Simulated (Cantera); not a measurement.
A perfectly stirred reactor is fed with CH₄ : CO : O₂ : N₂ = 1 : 0.84 : 1.51 : 7.26 (molar parts), equivalence ratio 1.6, at 100000 Pa; it is adiabatic with a 600 K inlet, and is followed from long to short residence time, starting on the burning branch (τ in s: 0.03, 0.015, 0.0079, 0.0041, 0.0021, 0.0011, 0.00056, 0.00029, 0.00015, 7.8e-05, 4e-05, 2.1e-05, 1.1e-05).

Cantera simulation using GRI-Mech 3.0 (53 species, 325 reactions); the numbers are that mechanism's predictions, not measurements.

Question: Predict: blow-out, bracketed by the residence times tried; x(CH₄) at τ = 30.0 ms; x(CO) at τ = 30.0 ms; x(O₂) at τ = 30.0 ms; x(CH₂O) at τ = 30.0 ms; x(OH) at τ = 30.0 ms; x(CH₄) at τ = 0.560 ms; x(CO) at τ = 0.560 ms; x(O₂) at τ = 0.560 ms; x(CH₂O) at τ = 0.560 ms; x(OH) at τ = 0.560 ms.

Answer: 
- blow-out, bracketed by the residence times tried: burning at 0.560 ms, out at 0.290 ms
- x(CH₄) at τ = 30.0 ms: 0.000680
- x(CO) at τ = 30.0 ms: 0.108
- x(O₂) at τ = 30.0 ms: 0.000433
- x(CH₂O) at τ = 30.0 ms: 7.78e-6
- x(OH) at τ = 30.0 ms: 0.000177
- x(CH₄) at τ = 0.560 ms: 0.00308
- x(CO) at τ = 0.560 ms: 0.113
- x(O₂) at τ = 0.560 ms: 0.00873
- x(CH₂O) at τ = 0.560 ms: 0.000109
- x(OH) at τ = 0.560 ms: 0.000477
